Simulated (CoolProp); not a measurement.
Vapour-liquid equilibrium of ethylene (1) + 1-butene (2) at -70.95 °C; x and y are mole fractions of (1).

Values from CoolProp's multi-fluid Helmholtz-energy mixture model, Smukala 2000 and Lemmon 2005; pair parameters Bell 2016.

```
x      bubble pressure, mixture model (MPa)  bubble pressure, Raoult's law (MPa)  y, mixture model  y, Raoult's law
-----  ------------------------------------  -----------------------------------  ----------------  ---------------
0.05                                0.02827                              0.02785             0.894            0.894
0.125                               0.06564                              0.06496             0.957            0.958
0.2                                  0.1027                               0.1021             0.974            0.976
0.275                                   ___                               0.1392             0.982            0.984
0.35                                 0.1763                               0.1763             0.987            0.989
0.425                                0.2130                               0.2134               ___            0.992
0.5                                  0.2495                               0.2505             0.993            0.994
0.575                                0.2859                               0.2876             0.994            0.995
0.65                                 0.3223                               0.3248               ___            0.997
0.725                                0.3586                               0.3619             0.997            0.998
0.8                                  0.3951                               0.3990             0.998            0.998
0.875                                   ___                               0.4361             0.999            0.999
0.95                                 0.4708                               0.4732             0.999            1.000
```

Question: Complete the blanks.

Answer: 
- 0.275, bubble pressure, mixture model (MPa): 0.1396
- 0.425, y, mixture model: 0.990
- 0.65, y, mixture model: 0.996
- 0.875, bubble pressure, mixture model (MPa): 0.4323

The largest gap from Raoult's law is +1.5 % in bubble pressure, at x = 0.05. No azeotrope shows between x = 0.05 and 0.95.

The pair parameters rest on a limited set of measurements; away from them the model extrapolates. The gap from Raoult's law changes sign with composition, which may be real or a fault of the pair parameters; it wasn't checked against measurements.
